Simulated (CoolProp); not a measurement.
Vapour-liquid equilibrium of carbon dioxide (1) + CH2F2 (R32) (2) at 242.5 K; x and y are mole fractions of (1).

Computed with CoolProp (multi-fluid Helmholtz-energy mixture model, Span 1996 and Tillner-Roth 1997; pair parameters Bell 2016).

Task: Give the bubble pressure and the first vapour's composition at x = 0.35, 0.5, 0.95. Is there an azeotrope?

Result: x = 0.35: 0.6662 MPa, y = 0.712; x = 0.5: 0.8341 MPa, y = 0.813; x = 0.95: 1.337 MPa, y = 0.985. No azeotrope shows between x = 0.05 and 0.95.

The pair parameters rest on a limited set of measurements; away from them the model extrapolates. The gap from Raoult's law changes sign with composition, which may be real or a fault of the pair parameters; it wasn't checked against measurements.
